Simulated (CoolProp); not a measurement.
The fluid at 298.15 K and 2.24 MPa flows at 1.8 m/s in a round tube of 100 mm bore and 15 µm roughness, fully developed (64/Re and Nu = 3.66 if laminar; Colebrook and Gnielinski if turbulent). The same conditions are run with several fluids, on thermodynamics alone (safety and materials aside).

Values from CoolProp's reference Helmholtz-energy equation of state of each fluid (CF4 (R14): Platzer 1990; ethane: Bücker 2006; oxygen: Schmidt 1985; C2F6 (R116): Lemmon 2006; carbon dioxide: Span 1996). The equations of Platzer and Polt are older, rougher fits.

Task: Rank CF4 (R14), ethane, oxygen, C2F6 (R116), carbon dioxide by Reynolds number, highest first.

Result: C2F6 (R116) (2010000), CF4 (R14) (839000), ethane (598000), carbon dioxide (534000), oxygen (251000)

```
fluid           Darcy friction factor  pressure drop (Pa/m)  heat-transfer coefficient (W/(m² K))  mass flow (kg/h)
--------------  ---------------------  --------------------  ------------------------------------  ----------------
CF4 (R14)                      0.0143                  20.1                                   224              4410
ethane                         0.0147                  8.03                                   255              1720
oxygen                         0.0162                  7.71                                   114              1490
C2F6 (R116)                    0.0136                  38.8                                   574              8980
carbon dioxide                 0.0149                  10.9                                   167              2300
```

Transport values come from each fluid's own correlations; those of CF4 (R14), C2F6 (R116) are estimates that may be off by 10 % or more.
